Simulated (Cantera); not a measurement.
Input: 1 mol SiCl4, 2.1 mol HCl, 9.6 mol H2, held at 575 °C and 100 Torr.

Method: chemical equilibrium by Gibbs-energy minimisation in Cantera with the NASA 1993 tables (ideal gas, pure condensed phases). Candidate condensed phases: Si; 19 gas species. Rates play no part.

Base state: H2 0.755, HCl 0.166, SiCl4 0.0782, SiHCl3 0.000578 (mole fractions); condensed: gas only.

Q: What changes in the equilibrium state with this change: temperature from 575 °C to 1177 °C?

A: 
```tsv
species	before	after
H2	0.755	0.674
HCl	0.166	0.250
SiCl2	9.18e-9	0.0365
SiCl4	0.0782	0.0199
SiCl3	3.15e-6	0.0141
H	<1e-9	2.13e-5
SiH2Cl2	3.75e-7	0.000167
```
The tables' values for SiCl3 are old estimates; treat these amounts as uncertain.
